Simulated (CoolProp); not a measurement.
Saturation properties of oxygen.

Computed with CoolProp (reference Helmholtz-energy equation of state, Schmidt 1985).

```
T (K)  p (MPa)  liquid density (kg/m³)  enthalpy of vaporisation (kJ/kg)  liquid viscosity (µPa s)  vapour viscosity (µPa s)
-----  -------  ----------------------  --------------------------------  ------------------------  ------------------------
116.7   0.8398                   995.0                             179.4                       105                      9.13
119.4   0.9872                     [?]                             174.7                      98.7                      9.37
122.1    1.152                   959.8                             169.8                      93.0                      9.63
124.8    1.336                   941.1                             164.5                      87.5                      9.89
127.5    1.541                   921.5                               [?]                      82.2                      10.2
130.1    1.758                   901.7                             152.9                      77.4                      10.5
132.8    2.005                   879.9                             146.3                      72.5                      10.8
135.5    2.277                   856.5                             139.0                      67.8                       [?]
138.2    2.575                   831.3                             131.0                      63.2                       [?]
140.9    2.899                   803.7                             122.1                      58.7                      12.0
143.6    3.252                   772.8                             111.9                      54.2                      12.5
146.3    3.637                   737.3                             100.1                      49.6                      13.2
149      4.055                   694.4                             85.63                      44.8                      14.2
151.7    4.510                   636.9                             66.14                      39.3                      15.8
```

Question: Some entries are withheld; supply them.

Answer: 
- 119.4, liquid density (kg/m³): 977.8
- 127.5, enthalpy of vaporisation (kJ/kg): 158.8
- 135.5, vapour viscosity (µPa s): 11.1
- 138.2, vapour viscosity (µPa s): 11.5

It boils at 90.2 K under 1 atm.

Viscosity comes from a separate model (Lemmon 2004).
